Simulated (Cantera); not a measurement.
**Catalytic combustion on Pt**

An isothermal plug-flow reactor at 473 K and 0.700 bar (inlet), inlet velocity 2.1 m/s, active area per volume 5600 1/m; feed 0.269 % H₂, 1.99 % O₂, 92.5 % N₂, 5.27 % H₂O, equivalence ratio 0.068.

Detailed kinetics in Cantera: Deutschmann's 1995 Pt surface mechanism with GRI-Mech 3.0 gas chemistry. Catalytic surfaces can have several steady states; this one follows from the mechanism file's or the stated starting coverage. Mass transfer to the wall is taken as infinitely fast.

| z (m) | x H₂ | x O₂ | x H₂O | θ free Pt | θ O* | θ OH* |
|---|---|---|---|---|---|---|
| 0.00062 | 0.000277 | 0.0187 | 0.0552 | 0.0209 | 0.928 | 0.0506 |
| 0.0013 | 0.000138 | 0.0186 | 0.0553 | 0.0105 | 0.953 | 0.0364 |
| 0.0029 | 6.36e-5 | 0.0186 | 0.0554 | 0.00483 | 0.970 | 0.0249 |
| 0.0062 | 3.00e-5 | 0.0186 | 0.0554 | 0.00228 | 0.980 | 0.0172 |
| 0.013 | 1.44e-5 | 0.0186 | 0.0554 | 0.00109 | 0.987 | 0.0120 |
| 0.029 | 6.45e-6 | 0.0186 | 0.0554 | 0.000493 | 0.991 | 0.00805 |
| 0.062 | 3.01e-6 | 0.0186 | 0.0554 | 0.000233 | 0.994 | 0.00554 |
x: gas mole fraction; θ: surface coverage.
